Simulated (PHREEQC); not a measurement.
Dissolve 0.77 mol Na2CO3 and 0.016 mol K2SO4 per kg of water at 18 °C. Closed to the air; pH follows from the charge balance.

Equilibrium calculation in PHREEQC: Pitzer model, pitzer.dat.

```json
[
 {"quantity": "pH", "before": "11.80", "after": "11.69"},
 {"quantity": "SI of Mirabilite (Na2SO4:10H2O)", "before": "-1.91", "after": "-2.40"},
 {"quantity": "SI of Thenardite (Na2SO4)", "before": "-3.08", "after": "-3.62"}
]
```

Task: Which change was made?
(A) diluted 2-fold with water
(B) Na2CO3 replaced by NaBr at the same molality
(C) 0.03 mol/kgw CO2 added

Result: A, diluted 2-fold with water

Precipitation was switched off in this run. In brines, pH and single-ion activities rest on the MacInnes convention.
